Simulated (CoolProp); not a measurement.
Properties of n-octane along the isobar 101 kPa (Tc = 295.6 °C, pc = 2484 kPa, ω = 0.398).

Model: reference Helmholtz-energy equation of state, Beckmüller 2019, in CoolProp.

```json
[
 {"T (°C)": "105.35", "phase": "liquid", "speed of sound (m/s)": "852.6", "Joule-Thomson coefficient (K/MPa)": "-0.2810", "isothermal compressibility (1/MPa)": "0.002675", "viscosity (µPa s)": "235", "fugacity coefficient": "0.5325"},
 {"T (°C)": "116.75", "phase": "liquid", "speed of sound (m/s)": "809.2", "Joule-Thomson coefficient (K/MPa)": "-0.2542", "isothermal compressibility (1/MPa)": "0.003017", "viscosity (µPa s)": "215", "fugacity coefficient": "0.7444"},
 {"T (°C)": "128.25", "phase": "gas", "speed of sound (m/s)": "165.1", "Joule-Thomson coefficient (K/MPa)": "29.47", "isothermal compressibility (1/MPa)": "10.51", "viscosity (µPa s)": "7.58", "fugacity coefficient": "0.9483"},
 {"T (°C)": "139.75", "phase": "gas", "speed of sound (m/s)": "168.4", "Joule-Thomson coefficient (K/MPa)": "26.14", "isothermal compressibility (1/MPa)": "10.44", "viscosity (µPa s)": "7.80", "fugacity coefficient": "0.9535"},
 {"T (°C)": "151.15", "phase": "gas", "speed of sound (m/s)": "171.4", "Joule-Thomson coefficient (K/MPa)": "23.33", "isothermal compressibility (1/MPa)": "10.38", "viscosity (µPa s)": "8.02", "fugacity coefficient": "0.9580"},
 {"T (°C)": "162.65", "phase": "gas", "speed of sound (m/s)": "174.4", "Joule-Thomson coefficient (K/MPa)": "20.90", "isothermal compressibility (1/MPa)": "10.32", "viscosity (µPa s)": "8.24", "fugacity coefficient": "0.9619"},
 {"T (°C)": "174.15", "phase": "gas", "speed of sound (m/s)": "177.3", "Joule-Thomson coefficient (K/MPa)": "18.82", "isothermal compressibility (1/MPa)": "10.28", "viscosity (µPa s)": "8.45", "fugacity coefficient": "0.9654"},
 {"T (°C)": "185.65", "phase": "gas", "speed of sound (m/s)": "180.0", "Joule-Thomson coefficient (K/MPa)": "17.02", "isothermal compressibility (1/MPa)": "10.24", "viscosity (µPa s)": "8.67", "fugacity coefficient": "0.9684"},
 {"T (°C)": "197.05", "phase": "gas", "speed of sound (m/s)": "182.7", "Joule-Thomson coefficient (K/MPa)": "15.48", "isothermal compressibility (1/MPa)": "10.21", "viscosity (µPa s)": "8.89", "fugacity coefficient": "0.9711"},
 {"T (°C)": "208.55", "phase": "gas", "speed of sound (m/s)": "185.3", "Joule-Thomson coefficient (K/MPa)": "14.12", "isothermal compressibility (1/MPa)": "10.18", "viscosity (µPa s)": "9.10", "fugacity coefficient": "0.9735"},
 {"T (°C)": "220.05", "phase": "gas", "speed of sound (m/s)": "187.8", "Joule-Thomson coefficient (K/MPa)": "12.93", "isothermal compressibility (1/MPa)": "10.16", "viscosity (µPa s)": "9.32", "fugacity coefficient": "0.9756"},
 {"T (°C)": "231.45", "phase": "gas", "speed of sound (m/s)": "190.3", "Joule-Thomson coefficient (K/MPa)": "11.90", "isothermal compressibility (1/MPa)": "10.14", "viscosity (µPa s)": "9.53", "fugacity coefficient": "0.9775"},
 {"T (°C)": "242.95", "phase": "gas", "speed of sound (m/s)": "192.7", "Joule-Thomson coefficient (K/MPa)": "10.98", "isothermal compressibility (1/MPa)": "10.12", "viscosity (µPa s)": "9.74", "fugacity coefficient": "0.9793"},
 {"T (°C)": "254.45", "phase": "gas", "speed of sound (m/s)": "195.1", "Joule-Thomson coefficient (K/MPa)": "10.17", "isothermal compressibility (1/MPa)": "10.10", "viscosity (µPa s)": "9.96", "fugacity coefficient": "0.9808"},
 {"T (°C)": "265.95", "phase": "gas", "speed of sound (m/s)": "197.5", "Joule-Thomson coefficient (K/MPa)": "9.442", "isothermal compressibility (1/MPa)": "10.09", "viscosity (µPa s)": "10.2", "fugacity coefficient": "0.9822"},
 {"T (°C)": "277.35", "phase": "gas", "speed of sound (m/s)": "199.8", "Joule-Thomson coefficient (K/MPa)": "8.801", "isothermal compressibility (1/MPa)": "10.07", "viscosity (µPa s)": "10.4", "fugacity coefficient": "0.9835"}
]
```

Viscosity comes from a separate model (Huber 2004).
